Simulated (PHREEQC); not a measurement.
PHREEQC input (Pitzer model, pitzer.dat):

```
SOLUTION 1
  temp 20
  units mol/kgw
  pH 7 charge
  S(6) 0.022
  K 0.0527
  Cl 0.0087
END
USE solution 1
INCREMENTAL_REACTIONS false
REACTION 1
  H2O -1
  0 9.886 18.011 24.689 30.178 34.689 38.397 41.444
  43.949 46.007 47.699 49.089 50.232 51.172 51.944 52.578
  53.1 53.528 53.88 54.17 54.408 54.603 54.764 54.896
  55.005 55.094 55.168 55.228 moles
EQUILIBRIUM_PHASES 1
  Arcanite 0 0
  Misenite 0 0
  Sylvite 0 0
SELECTED_OUTPUT 1
  -reset false
  -pH true
  -pe true
  -ionic_strength true
  -water true
  -activities H2O
  -totals Cl K S
  -molalities H+ K+ Cl- SO4-2 OH- HSO4-
  -equilibrium_phases Arcanite Misenite Sylvite
PRINT
  -reset false
END
```

Selected output (columns that matter, 23 of 28 rows; water left (kg) added in front):

```
water left (kg)	pH	mu	Cl	K	S	m_H+	m_K+	m_Cl-	m_SO4-2	m_OH-	la_H2O	Arcanite
1	7.2077	0.0747	0.0087	0.0527	0.022	8.2197e-08	0.0527	0.0087	0.022	1.3776e-07	-0.00056749	0
0.821894	7.2204	0.090888	0.010585	0.06412	0.026767	8.1801e-08	0.06412	0.010585	0.026767	1.4393e-07	-0.00068348	0
0.675514	7.2336	0.11058	0.012879	0.078015	0.032568	8.1435e-08	0.078015	0.012879	0.032568	1.5059e-07	-0.00082289	0
0.456313	7.2616	0.1637	0.019066	0.11549	0.048213	8.0831e-08	0.11549	0.019066	0.048212	1.6545e-07	-0.0011914	0
0.375043	7.2762	0.19918	0.023197	0.14052	0.05866	8.0603e-08	0.14052	0.023197	0.05866	1.7364e-07	-0.0014327	0
0.30824	7.2912	0.24234	0.028225	0.17097	0.071373	8.0425e-08	0.17097	0.028225	0.071373	1.8232e-07	-0.0017223	0
0.253345	7.3066	0.29485	0.034341	0.20802	0.086838	8.0289e-08	0.20802	0.034341	0.086838	1.9147e-07	-0.0020697	0
0.171138	7.3385	0.43649	0.050836	0.30794	0.12855	8.0062e-08	0.30794	0.050836	0.12855	2.1099e-07	-0.0029858	0
0.140655	7.3549	0.53109	0.061854	0.37468	0.15641	7.9892e-08	0.37468	0.061854	0.15641	2.2126e-07	-0.0035846	0
0.115613	7.3717	0.64612	0.075251	0.45583	0.19029	7.9597e-08	0.45583	0.075251	0.19029	2.3176e-07	-0.0043018	0
0.0950203	7.3889	0.78615	0.091559	0.55462	0.23153	7.9069e-08	0.55462	0.091559	0.23153	2.4241e-07	-0.0051618	0
0.0641769	7.4251	1.164	0.13556	0.82117	0.3428	7.6639e-08	0.82117	0.13556	0.3428	2.6372e-07	-0.0074315	0
0.0527548	7.4444	1.416	0.16491	0.99896	0.41702	7.4239e-08	0.99896	0.16491	0.41702	2.7419e-07	-0.0089192	0
0.0433504	7.4651	1.7232	0.20069	1.2157	0.50749	7.0583e-08	1.2157	0.20069	0.50749	2.8451e-07	-0.010719	0
0.0356396	7.46	1.7499	0.24411	1.2479	0.50192	6.9867e-08	1.2479	0.24411	0.50192	2.8057e-07	-0.011219	0.0041119
0.0292979	7.4511	1.7521	0.29695	1.267	0.48504	6.9407e-08	1.267	0.29695	0.48504	2.7448e-07	-0.011684	0.0077892
0.0197855	7.4273	1.7672	0.43972	1.3247	0.44249	6.83e-08	1.3247	0.43972	0.44249	2.5855e-07	-0.012992	0.013245
0.0162724	7.4115	1.7845	0.53465	1.3679	0.41661	6.7662e-08	1.3679	0.53465	0.41661	2.4847e-07	-0.013905	0.015221
0.0133718	7.3926	1.8133	0.65062	1.4257	0.38755	6.6972e-08	1.4257	0.65062	0.38755	2.3674e-07	-0.015067	0.016818
0.0109937	7.3703	1.8589	0.79136	1.5031	0.35585	6.624e-08	1.5031	0.79136	0.35585	2.2345e-07	-0.016544	0.018088
0.0074265	7.3146	2.0326	1.1715	1.7455	0.28703	6.4574e-08	1.7455	1.1715	0.28703	1.9262e-07	-0.02086	0.019868
0.00609331	7.2815	2.1826	1.4278	1.931	0.25162	6.351e-08	1.931	1.4278	0.25162	1.756e-07	-0.024002	0.020467
0.00501235	7.2463	2.3882	1.7357	2.1707	0.21751	6.2146e-08	2.1707	1.7357	0.21751	1.5842e-07	-0.027977	0.02091
```
